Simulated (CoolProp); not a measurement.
Computed with CoolProp (reference Helmholtz-energy equation of state, Kamei 1995).

**Question.** Give the vapour pressure (MPa), liquid density (kg/m³), vapour density (kg/m³), liquid conductivity (mW/(m K)) of saturated R22 at 233.5 K.

**Answer.** 
```
T (K)  p (MPa)  liquid density (kg/m³)  vapour density (kg/m³)  liquid conductivity (mW/(m K))
-----  -------  ----------------------  ----------------------  ------------------------------
233.5    0.107                    1410                    4.95                             113
```

Thermal conductivity comes from a separate model (McLinden 2000), an estimate that may be off by 10 % or more.
